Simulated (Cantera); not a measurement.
Input: 1 mol SiO2, 2.3 mol MgO, 2.7 mol H2O, equilibrated at 10.0 mbar.

Method: chemical equilibrium by Gibbs-energy minimisation in Cantera with the NASA 1993 tables (ideal gas, pure condensed phases). Candidate condensed phases: H2O, Mg, MgO, Mg(OH)2, MgSiO3, Mg2SiO4, Si, SiO2; 24 gas species. Mutual solubility and eutectic melting of coexisting phases are not modelled. Condensed phases not in the tables: alloys, solid solutions and most ternary compounds. Equilibrium is a limit: real reactors are often held back by kinetics, nucleation or transport.

Task: At 1400 K, list the 4 most abundant gas species with their mole fractions, and the condensed phases.

Result: H2O 0.999, H2 0.000353, O2 0.000164, OH 5.14e-5. Condensed: MgO(s) + Mg2SiO4(s).
